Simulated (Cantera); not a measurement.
An isothermal, constant-pressure homogeneous reactor starts with N₂O : N₂ = 1 : 5.5 (molar parts), at 1175 K and 2670 Pa. Integrator tolerance rtol = 1e-08.

Cantera simulation using GRI-Mech 3.0 (53 species, 325 reactions); the numbers are that mechanism's predictions, not measurements. GRI-Mech 3.0 was tuned for natural gas; its chemistry of N2O as a main component is partial and can be far from experiment. Radical loss at walls, strong at low pressure, is not modelled. The mechanism lacks the step 2 NO + O2 → 2 NO2, which can matter for NO2 below about 1400 K. The temperature is held fixed by assumption; the heat of reaction is taken as removed at once.

Task: What does this change do: pressure from 2670 Pa to 17000 Pa?

Result: 
| quantity | before | after |
|---|---|---|
| x(N₂O) at 90.0 s | 0.0594 (gas-phase equilibrium 1.29e-9) | 0.00186 (gas-phase equilibrium 3.26e-9) |
| x(NO) at 90.0 s | 0.00829 (gas-phase equilibrium 0.000102) | 0.0120 (gas-phase equilibrium 0.000102) |
| x(O) at 90.0 s | 1.20e-6 (gas-phase equilibrium 2.40e-8) | 1.49e-7 (gas-phase equilibrium 9.52e-9) |
| x(NO₂) at 90.0 s | 2.75e-6 (gas-phase equilibrium 1.86e-7) | 2.63e-5 (gas-phase equilibrium 4.69e-7) |
| x(N₂) at 90.0 s | 0.893 (gas-phase equilibrium 0.929) | 0.922 (gas-phase equilibrium 0.929) |

Task: What does this change do: temperature 1175 to 1273 K?

Result: 
```tsv
quantity	before	after
x(N₂O) at 90.0 s	0.0594 (gas-phase equilibrium 1.29e-9)	0.00110 (gas-phase equilibrium 2.51e-9)
x(NO) at 90.0 s	0.00829 (gas-phase equilibrium 0.000102)	0.0189 (gas-phase equilibrium 0.000210)
x(O) at 90.0 s	1.20e-6 (gas-phase equilibrium 2.40e-8)	2.01e-6 (gas-phase equilibrium 1.77e-7)
x(NO₂) at 90.0 s	2.75e-6 (gas-phase equilibrium 1.86e-7)	6.43e-6 (gas-phase equilibrium 2.42e-7)
x(N₂) at 90.0 s	0.893 (gas-phase equilibrium 0.929)	0.919 (gas-phase equilibrium 0.928)
```
